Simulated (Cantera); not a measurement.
Input: 1 mol HMDSO, 0.97 mol N2O, 0.37 mol H2, at 827 °C and 0.330 Torr.

Cantera equilibrium calculation (NASA polynomials, part measured and part estimated; ideal gas, pure solids and liquids). Candidate condensed phases: C, C6H6, C7H8, C8H18, H2O, Si, SiC, SiO2, Si2N2O, Si3N4; 151 gas species. The feed counts by its element totals alone. Mutual solubility and eutectic melting of coexisting phases are not modelled. The numbers say what is thermodynamically allowed, not how fast it happens.

Base state: H2 0.922, CO 0.0739, N2 0.00424, CH4 1.34e-5 (mole fractions); condensed: C(graphite) + SiO2(β-quartz) + Si2N2O(s).

What changes in the equilibrium state with this change: temperature from 827 °C to 1800 °C?


```json
[
 {"species": "H2", "before": "0.922", "after": "0.655"},
 {"species": "CO", "before": "0.0739", "after": "0.147"},
 {"species": "H", "before": "1.18e-6", "after": "0.102"},
 {"species": "Si", "before": "<1e-9", "after": "0.0161"},
 {"species": "N2", "before": "0.00424", "after": "0.0711"},
 {"species": "SiC2", "before": "<1e-9", "after": "0.000928"},
 {"species": "Si2C", "before": "<1e-9", "after": "0.000596"},
 {"species": "SiH", "before": "<1e-9", "after": "0.000158"},
 {"species": "HNC", "before": "3.99e-9", "after": "0.000271"},
 {"species": "C(graphite), mol", "before": "5.25", "after": "2.20"},
 {"species": "SiO2(β-quartz), mol", "before": "0.146", "after": "0"},
 {"species": "Si2N2O(s), mol", "before": "0.927", "after": "0"},
 {"species": "SiC(s), mol", "before": "0", "after": "1.73"}
]
```
The tables' values for SiN are old estimates; treat these amounts as uncertain.
